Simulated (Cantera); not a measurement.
## Carbon deposition, reforming and gasification: CH4 + H2

Input: 1 mol CH4, 2.1 mol H2, held at 1448.15 K and 10.0 mbar.

These are equilibrium values from Cantera (NASA tables, ideal gas, pure condensed phases), not measurements of a reactor. Candidate condensed phases: C, C6H6, C7H8, C8H18; 76 gas species. Rates play no part.

```json
{
  "x(H2)": "1.000",
  "x(H)": "9.23e-5",
  "x(CH4)": "3.33e-5",
  "x(C2H2 (acetylene))": "4.76e-6",
  "n(C(graphite))": "1.000 mol",
  "gas_amount": "4.100 mol"
}
```
